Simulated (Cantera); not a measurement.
Input: 1 mol PbO, 2.6 mol H₂, 16 mol N₂, held at 0.0100 bar.

Equilibrium computed with Cantera from the NASA thermochemical tables; the gas is ideal and each condensed phase is pure. Candidate condensed phases: H₂O, Pb, PbO, PbO₂, Pb₃O₄; 27 gas species. Kinetics and transport are ignored.

x: gas mole fraction; n: condensed amount in mol.

| T (K) | x N₂ | x H₂ | x H₂O | x Pb | x H | x PbO | n Pb(l) |
|---|---|---|---|---|---|---|---|
| 1150 | 0.835 | 0.0835 | 0.0522 | 0.0290 | 2.16e-7 | 3.42e-7 | 0.445 |
| 1175 | 0.823 | 0.0823 | 0.0514 | 0.0435 | 3.52e-7 | 6.76e-7 | 0.153 |
| 1200 | 0.816 | 0.0816 | 0.0510 | 0.0510 | 5.64e-7 | 1.03e-6 | 0 |
| 1225 | 0.816 | 0.0816 | 0.0510 | 0.0510 | ? | ? | 0 |
| 1250 | 0.816 | 0.0816 | 0.0510 | 0.0510 | 1.38e-6 | 1.68e-6 | 0 |
| 1275 | 0.816 | 0.0816 | 0.0510 | 0.0510 | 2.11e-6 | 2.13e-6 | 0 |
| 1300 | 0.816 | 0.0816 | 0.0510 | 0.0510 | 3.16e-6 | 2.66e-6 | 0 |
| 1325 | 0.816 | 0.0816 | 0.0510 | 0.0510 | ? | ? | 0 |
| 1350 | 0.816 | 0.0816 | 0.0510 | 0.0510 | 6.81e-6 | 4.06e-6 | 0 |
| 1375 | 0.816 | 0.0816 | 0.0510 | 0.0510 | 9.79e-6 | 4.95e-6 | 0 |

Q: Fill in the missing entries.

A: 
- 1325, x H: 4.67e-6
- 1325, x PbO: 3.30e-6
- 1225, x H: 8.90e-7
- 1225, x PbO: 1.32e-6
